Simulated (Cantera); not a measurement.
A closed system holds: 1 mol C6H6, 2.5 mol H2O, 0.2 mol N2, at 1450 °C and 0.173 Torr.

These are equilibrium values from Cantera (NASA tables, ideal gas, pure condensed phases), not measurements of a reactor. Candidate condensed phases: C, C6H6, C7H8, C8H18, H2O; 136 gas species. Kinetics and transport are ignored.

Base state: H2 0.662, CO 0.303, N2 0.0240, H 0.00980, HCN 0.000523, C2H2 (acetylene) 6.00e-5, HNC 1.66e-5 (mole fractions); condensed: C(graphite).

Problem. What changes in the equilibrium state with this change: pressure from 0.173 Torr to 100 Torr?

Solution. 
| species | before | after |
|---|---|---|
| H2 | 0.662 | 0.670 |
| CO | 0.303 | 0.305 |
| N2 | 0.0240 | 0.0241 |
| H | 0.00980 | 0.000409 |
| CH4 | 1.01e-7 | 6.02e-5 |
| H2O | 1.96e-8 | 1.16e-5 |
| C(graphite), mol | 3.49 | 3.49 |
